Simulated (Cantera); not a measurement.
An adiabatic, constant-pressure homogeneous reactor starts with 6.04 % CH₃OH, 19.7 % O₂, 74.3 % N₂, equivalence ratio 0.46, at 1600 K and 4.60 bar.

Model: GRI-Mech 3.0 (53 species, 325 reactions), integrated in Cantera. GRI-Mech 3.0 was tuned for natural gas; its chemistry of methanol as a main component is partial and can be far from experiment.

Problem. Predict: time of steepest temperature rise; temperature at 7.00 s; equilibrium temperature; x(O₂) at 7.00 s; x(CO) at 7.00 s; x(CO₂) at 7.00 s; x(N₂O) at 7.00 s.

Solution. 
- time of steepest temperature rise: 34.3 µs
- temperature at 7.00 s: 2493 K
- equilibrium temperature: 2493 K
- x(O₂) at 7.00 s: 0.0943 (gas-phase equilibrium 0.0943)
- x(CO) at 7.00 s: 0.00300 (gas-phase equilibrium 0.00300)
- x(CO₂) at 7.00 s: 0.0553 (gas-phase equilibrium 0.0553)
- x(N₂O) at 7.00 s: 1.64e-6 (gas-phase equilibrium 1.64e-6)
